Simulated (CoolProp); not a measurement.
Nitrogen along the isotherm -196.95 °C: Z from the reference equation and from simpler models built on Tc = -147.0 °C, pc = 3.396 MPa, ω = 0.037; each cubic takes its own stable root.

Model: reference Helmholtz-energy equation of state, Span 2000, in CoolProp.

```tsv
p (MPa)	phase	reference
4.24	liquid	0.2283
8.49	liquid	0.4521
12.7	liquid	0.6696
17	liquid	0.8879
21.2	liquid	1.098
25.5	liquid	1.310
29.7	liquid	1.515
34	liquid	1.722
```

Q: How far does each simpler model (Redlich-Kwong, Soave-Redlich-Kwong, Peng-Robinson) lie from the reference over these 8 states: mean and median of the absolute difference, and the worst?

A: 
- Redlich-Kwong: mean 1.5 %, median 1.5 %, worst -1.6 % at -196.95 °C and 17 MPa
- Soave-Redlich-Kwong: mean 1.0 %, median 1.1 %, worst -1.1 % at -196.95 °C and 25.5 MPa
- Peng-Robinson: mean 11.7 %, median 11.8 %, worst -11.9 % at -196.95 °C and 12.7 MPa
